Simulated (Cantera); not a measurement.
Moist CO burnout

A perfectly stirred reactor is fed with 0.859 % CO, 3.62 % O2, 5.07 % H2O, 90.5 % N2, equivalence ratio 0.12, at 101000 Pa; it is held at 1025 K, and followed from long to short residence time.

Computed with Cantera and GRI-Mech 3.0 (53 species, 325 reactions).

```csv
τ (s),x CO,x O2,x H2O,x NO2,x CO2,x N2O
0.41,0.00348,0.0337,0.0507,1.56e-10,0.00514,7.65e-8
0.25,0.00435,0.0341,0.0507,9.81e-11,0.00426,5.98e-8
0.16,0.00517,0.0345,0.0507,6.32e-11,0.00344,4.61e-8
0.097,0.00606,0.0350,0.0507,3.77e-11,0.00255,3.28e-8
0.060,0.00680,0.0353,0.0506,2.25e-11,0.00180,2.26e-8
0.037,0.00740,0.0356,0.0506,1.30e-11,0.00120,1.49e-8
0.023,0.00783,0.0358,0.0506,7.33e-12,0.000766,9.43e-9
0.014,0.00814,0.0360,0.0506,3.82e-12,0.000453,5.61e-9
0.0089,0.00833,0.0361,0.0506,1.96e-12,0.000266,3.35e-9
0.0055,0.00845,0.0361,0.0506,<1e-12,0.000139,1.82e-9
0.0034,0.00853,0.0361,0.0506,<1e-12,6.42e-5,8.90e-10
```
x: mole fraction; the columns are a selection and need not sum to one.
